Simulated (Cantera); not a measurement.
**Transport properties of process gases**

Gas mixture: 28.6 % CO, 15.6 % CO2, 12.9 % C3H8, 42.9 % C2H6, at 653 Torr, frozen composition.

Cantera's kinetic-theory transport with the Lennard-Jones parameters of GRI-Mech 3.0, ideal gas; thermal conductivity in the multicomponent form. The composition is frozen, though it would react at the higher temperatures.

```csv
T (K),ρ (kg/m³),cp (J/kg/K),μ (µPa s),λ (mW/m/K),Pr,D (cm²/s) H2,D (cm²/s) NO,D (cm²/s) O
400,0.876,1641,15.2,32.1,0.778,1.17,0.301,0.473
650,0.539,2226,22.5,63.6,0.789,2.68,0.701,1.10
900,0.389,2641,28.7,95.8,0.791,4.61,1.22,1.91
1150,0.305,2945,34.1,127,0.791,6.94,1.84,2.87
1400,0.250,3161,39.0,156,0.790,9.62,2.56,3.99
1650,0.212,3320,43.5,183,0.790,12.6,3.37,5.25
```
D: mixture-averaged diffusion coefficient of that species in the mixture.
